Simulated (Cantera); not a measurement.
Cantera with NASA thermochemical tables; ideal gases at 1 bar, condensed phases pure. Values are per mole of reaction as written; species without (g) are pure solids or liquids, kept so even where they would boil at 1 bar.

3 Cu + 2 O3(g) + 6 H(g) → 3 Cu(OH)2

```json
[
 {"T (K)": "300", "ΔH° (kJ)": "?", "ΔS° (J/K)": "?", "ΔG° (kJ)": "?", "log10 K": "?", "condensed phases": "Cu(s), Cu(OH)2(s)"},
 {"T (K)": "425", "ΔH° (kJ)": "-2941.6", "ΔS° (J/K)": "-937.4", "ΔG° (kJ)": "-2543.2", "log10 K": "312.56", "condensed phases": "Cu(s), Cu(OH)2(s)"},
 {"T (K)": "525", "ΔH° (kJ)": "-2940.3", "ΔS° (J/K)": "-934.8", "ΔG° (kJ)": "-2449.5", "log10 K": "243.71", "condensed phases": "Cu(s), Cu(OH)2(s)"},
 {"T (K)": "625", "ΔH° (kJ)": "-2938.5", "ΔS° (J/K)": "-931.6", "ΔG° (kJ)": "-2356.2", "log10 K": "196.92", "condensed phases": "Cu(s), Cu(OH)2(s)"},
 {"T (K)": "725", "ΔH° (kJ)": "-2936.1", "ΔS° (J/K)": "-928.1", "ΔG° (kJ)": "-2263.2", "log10 K": "163.06", "condensed phases": "Cu(s), Cu(OH)2(s)"},
 {"T (K)": "825", "ΔH° (kJ)": "?", "ΔS° (J/K)": "?", "ΔG° (kJ)": "?", "log10 K": "?", "condensed phases": "Cu(s), Cu(OH)2(s)"},
 {"T (K)": "925", "ΔH° (kJ)": "?", "ΔS° (J/K)": "?", "ΔG° (kJ)": "?", "log10 K": "?", "condensed phases": "Cu(s), Cu(OH)2(s)"},
 {"T (K)": "1025", "ΔH° (kJ)": "?", "ΔS° (J/K)": "?", "ΔG° (kJ)": "?", "log10 K": "?", "condensed phases": "Cu(s), Cu(OH)2(s)"},
 {"T (K)": "1125", "ΔH° (kJ)": "-2922.2", "ΔS° (J/K)": "-913.0", "ΔG° (kJ)": "-1895.1", "log10 K": "87.99", "condensed phases": "Cu(s), Cu(OH)2(s)"},
 {"T (K)": "1225", "ΔH° (kJ)": "-2918.5", "ΔS° (J/K)": "-909.8", "ΔG° (kJ)": "-1804.0", "log10 K": "76.92", "condensed phases": "Cu(s), Cu(OH)2(s)"},
 {"T (K)": "1325", "ΔH° (kJ)": "-2915.2", "ΔS° (J/K)": "-907.2", "ΔG° (kJ)": "-1713.1", "log10 K": "67.53", "condensed phases": "Cu(s), Cu(OH)2(s)"},
 {"T (K)": "1425", "ΔH° (kJ)": "-2951.7", "ΔS° (J/K)": "-934.1", "ΔG° (kJ)": "-1620.6", "log10 K": "59.40", "condensed phases": "Cu(l), Cu(OH)2(s)"}
]
```

Problem. Fill in the missing entries.

Solution. 
- 300, ΔH° (kJ): -2942.7
- 300, ΔS° (J/K): -940.6
- 300, ΔG° (kJ): -2660.5
- 300, log10 K: 463.23
- 825, ΔH° (kJ): -2933.0
- 825, ΔS° (J/K): -924.2
- 825, ΔG° (kJ): -2170.6
- 825, log10 K: 137.43
- 925, ΔH° (kJ): -2929.6
- 925, ΔS° (J/K): -920.2
- 925, ΔG° (kJ): -2078.4
- 925, log10 K: 117.36
- 1025, ΔH° (kJ): -2925.9
- 1025, ΔS° (J/K): -916.4
- 1025, ΔG° (kJ): -1986.6
- 1025, log10 K: 101.23
